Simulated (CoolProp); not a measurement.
Properties of normal hydrogen along the isobar 101 kPa (Tc = 33.1 K, pc = 1296 kPa, ω = -0.219).

The numbers come from the reference Helmholtz-energy equation of state, Leachman 2009 in CoolProp.

```json
[
 {"T (K)": "25.9", "phase": "gas", "Z": "0.9505", "isothermal compressibility (1/MPa)": "10.44", "conductivity (mW/(m K))": "21.4", "fugacity coefficient": "0.9528"},
 {"T (K)": "42.2", "phase": "gas", "Z": "0.9868", "isothermal compressibility (1/MPa)": "10.03", "conductivity (mW/(m K))": "32.7", "fugacity coefficient": "0.9869"},
 {"T (K)": "58.6", "phase": "gas", "Z": "0.9952", "isothermal compressibility (1/MPa)": "9.949", "conductivity (mW/(m K))": "43.1", "fugacity coefficient": "0.9952"},
 {"T (K)": "74.9", "phase": "gas", "Z": "0.9981", "isothermal compressibility (1/MPa)": "9.920", "conductivity (mW/(m K))": "53.0", "fugacity coefficient": "0.9981"},
 {"T (K)": "91.2", "phase": "gas", "Z": "0.9994", "isothermal compressibility (1/MPa)": "9.907", "conductivity (mW/(m K))": "62.9", "fugacity coefficient": "0.9994"},
 {"T (K)": "107.6", "phase": "gas", "Z": "1.000", "isothermal compressibility (1/MPa)": "9.901", "conductivity (mW/(m K))": "73.2", "fugacity coefficient": "1.000"},
 {"T (K)": "123.9", "phase": "gas", "Z": "1.000", "isothermal compressibility (1/MPa)": "9.898", "conductivity (mW/(m K))": "83.8", "fugacity coefficient": "1.000"},
 {"T (K)": "140.2", "phase": "gas", "Z": "1.001", "isothermal compressibility (1/MPa)": "9.896", "conductivity (mW/(m K))": "94.6", "fugacity coefficient": "1.001"},
 {"T (K)": "156.6", "phase": "gas", "Z": "1.001", "isothermal compressibility (1/MPa)": "9.895", "conductivity (mW/(m K))": "105", "fugacity coefficient": "1.001"},
 {"T (K)": "172.9", "phase": "gas", "Z": "1.001", "isothermal compressibility (1/MPa)": "9.894", "conductivity (mW/(m K))": "116", "fugacity coefficient": "1.001"},
 {"T (K)": "189.2", "phase": "gas", "Z": "1.001", "isothermal compressibility (1/MPa)": "9.894", "conductivity (mW/(m K))": "126", "fugacity coefficient": "1.001"},
 {"T (K)": "205.5", "phase": "gas", "Z": "1.001", "isothermal compressibility (1/MPa)": "9.894", "conductivity (mW/(m K))": "136", "fugacity coefficient": "1.001"},
 {"T (K)": "221.9", "phase": "gas", "Z": "1.001", "isothermal compressibility (1/MPa)": "9.894", "conductivity (mW/(m K))": "146", "fugacity coefficient": "1.001"},
 {"T (K)": "238.2", "phase": "gas", "Z": "1.001", "isothermal compressibility (1/MPa)": "9.894", "conductivity (mW/(m K))": "155", "fugacity coefficient": "1.001"},
 {"T (K)": "254.5", "phase": "gas", "Z": "1.001", "isothermal compressibility (1/MPa)": "9.895", "conductivity (mW/(m K))": "164", "fugacity coefficient": "1.001"}
]
```

Thermal conductivity comes from a separate model (Assael 2011).
